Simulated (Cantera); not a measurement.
An isothermal, constant-pressure homogeneous reactor starts with H2 : O2 : N2 = 0.077 : 1 : 0.77 (molar parts), at 1050 K and 26.3 Torr.

Model: GRI-Mech 3.0 (53 species, 325 reactions), integrated in Cantera. Radical loss at walls, strong at low pressure, is not modelled. The temperature is held fixed by assumption; the heat of reaction is taken as removed at once.

One state of this run: x H2 = 5.65e-6; x O2 = 0.532; x HO2 = 8.85e-7; x O = 7.91e-5; x H2O = 0.0425; x NO = 2.00e-7; x H2O2 = 8.82e-8. x: mole fraction; the columns are a selection and need not sum to one.

Which value of t (s) does it belong to?
A) 0.236
B) 0.659
C) 0.0847
D) 1.84

C, 0.0847
